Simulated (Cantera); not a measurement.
Mixture: CH3OH : O2 : N2 = 1 : 0.833 : 5.42 (molar parts), at 0.310 bar, adiabatic and at constant volume. Ignition delay is the time to a rise of 400 K.

Computed with Cantera and GRI-Mech 3.0 (53 species, 325 reactions). GRI-Mech 3.0 was tuned for natural gas; its chemistry of methanol as a main component is partial and can be far from experiment.

Problem. Predict: delay at 1275 K; delay at 1375 K; delay at 1475 K; delay at 1575 K; delay at 1675 K; apparent activation energy between 1625 and 1725 K.

Solution. 
```json
{
  "delay at 1275 K": "8.47 ms",
  "delay at 1375 K": "2.27 ms",
  "delay at 1475 K": "0.761 ms",
  "delay at 1575 K": "0.306 ms",
  "delay at 1675 K": "0.142 ms",
  "apparent activation energy between 1625 and 1725 K": "160 kJ/mol"
}
```
